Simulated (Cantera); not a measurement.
What does this Cantera script print?

```python
import numpy as np
import cantera as ct

surf = ct.Interface("ptcombust.yaml", "Pt_surf")
gas = surf.adjacent["gas"]
gas.TPX = 300, 5000, {'H2': 0.037, 'O2': 0.093, 'N2': 0.79}
jet = ct.ImpingingJet(gas=gas, width=0.023, surface=surf)
jet.inlet.mdot, jet.inlet.T, jet.inlet.X = 0.043, 300, {'H2': 0.037, 'O2': 0.093, 'N2': 0.79}
jet.set_refine_criteria(ratio=10, slope=0.2, curve=0.3)
show, cover = ['H2', 'O2', 'H2O', 'OH'], ["PT(S)", "H(S)", "O(S)", "OH(S)", "CO(S)", "C(S)"]

rows = []
print(f"{'Ts/K':>7s}" + "".join(f"{s:>11s}" for s in show + cover) + "   (gas at the wall, coverages)")
for i, Ts in enumerate([700, 750, 800, 850, 900, 950, 1000, 1050]):
    jet.surface.T = Ts
    if i == 0:
        surf.TP = Ts, 5000
        surf.coverages = "PT(S):0.5, O(S):0.5"
        surf.advance_coverages(1.0)
        jet.set_initial_guess(products="inlet")
    jet.solve(loglevel=0, auto=(i == 0))
    rows.append([*(jet.X[gas.species_index(s), -1] for s in show), *surf[cover].coverages])
    print(f"{Ts:7g}" + "".join(f"{x:11.3e}" for x in rows[-1]))
```

Output:

```
   Ts/K         H2         O2        H2O         OH      PT(S)       H(S)       O(S)      OH(S)      CO(S)       C(S)   (gas at the wall, coverages)
    700  4.298e-03  6.298e-02  6.850e-02  1.584e-10  1.257e-01  1.050e-08  8.704e-01  3.831e-03  4.735e-23  3.474e-26
    750  4.086e-03  6.291e-02  6.845e-02  1.026e-09  1.387e-01  1.875e-08  8.584e-01  2.904e-03  5.800e-22  6.957e-25
    800  3.566e-03  6.249e-02  6.903e-02  4.980e-09  1.676e-01  3.732e-08  8.300e-01  2.370e-03  3.166e-17  1.212e-24
    850  2.928e-03  6.195e-02  6.986e-02  1.914e-08  2.152e-01  7.971e-08  7.827e-01  2.035e-03  2.298e-18  1.238e-24
    900  2.400e-03  6.151e-02  7.051e-02  6.129e-08  2.757e-01  1.656e-07  7.226e-01  1.772e-03  1.992e-21  1.054e-24
    950  2.016e-03  6.124e-02  7.090e-02  1.718e-07  3.428e-01  3.222e-07  6.556e-01  1.540e-03  3.834e-24 -5.477e-26
   1000  1.745e-03  6.106e-02  7.112e-02  4.323e-07  4.115e-01  5.801e-07  5.872e-01  1.331e-03  5.344e-20  3.628e-24
   1050  1.548e-03  6.094e-02  7.122e-02  9.847e-07  4.810e-01  9.900e-07  5.178e-01  1.144e-03  1.189e-24  1.915e-29
```

Detailed kinetics in Cantera: Deutschmann's 1995 Pt surface mechanism with GRI-Mech 3.0 gas chemistry. Catalytic surfaces can have several steady states; this one follows from the mechanism file's or the stated starting coverage.
